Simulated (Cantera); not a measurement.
A closed system holds: 1 mol SiHCl3, 0.062 mol HCl, 22 mol H2, at 825 °C and 69.0 Torr.

Equilibrium computed with Cantera from the NASA thermochemical tables; the gas is ideal and each condensed phase is pure. Candidate condensed phases: Si; 19 gas species. The tables' values for SiCl3 are old estimates; treat these amounts as uncertain. Equilibrium is a limit: real reactors are often held back by kinetics, nucleation or transport.

Base state: H2 0.942, HCl 0.0292, SiCl4 0.0171, SiHCl3 0.00803, SiCl2 0.00183, SiCl3 0.00149, SiH2Cl2 0.000451 (mole fractions); condensed: Si(s).

Problem. What changes in the equilibrium state with this change: H2 from 22 to 440 mol?

Solution. 
| species | before | after |
|---|---|---|
| H2 | 0.942 | 0.993 |
| HCl | 0.0292 | 0.00631 |
| SiCl2 | 0.00183 | 8.14e-5 |
| SiCl4 | 0.0171 | 3.37e-5 |
| SiCl3 | 0.00149 | 1.40e-5 |
| SiHCl3 | 0.00803 | 7.72e-5 |
| SiH2Cl2 | 0.000451 | 2.11e-5 |
| Si(s), mol | 0.323 | 0.899 |
